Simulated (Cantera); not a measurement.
Cantera with NASA thermochemical tables; ideal gases at 1 bar, condensed phases pure. Values are per mole of reaction as written; species without (g) are pure solids or liquids, kept so even where they would boil at 1 bar.

Q: Between 300 and 1023 K, where is each reaction favourable under standard conditions?
- 2 Si3N4 + 9 H2S(g) → 9 S + 4 N2(g) + 6 SiH3(g)
- 4 NH3(g) + Si3N4 → 3 SiH4(g) + 4 N2(g)

A: 
- 2 Si3N4 + 9 H2S(g) → 9 S + 4 N2(g) + 6 SiH3(g): ΔG° is 2847 kJ at 300 K and 2547 kJ at 1023 K; it stays positive (K < 1). ΔH° is 3043 kJ and ΔS° 485 J/K at 1023 K.
- 4 NH3(g) + Si3N4 → 3 SiH4(g) + 4 N2(g): ΔG° is 883 kJ at 300 K and 520 kJ at 1023 K; it stays positive (K < 1). ΔH° is 1035 kJ and ΔS° 503 J/K at 1023 K.
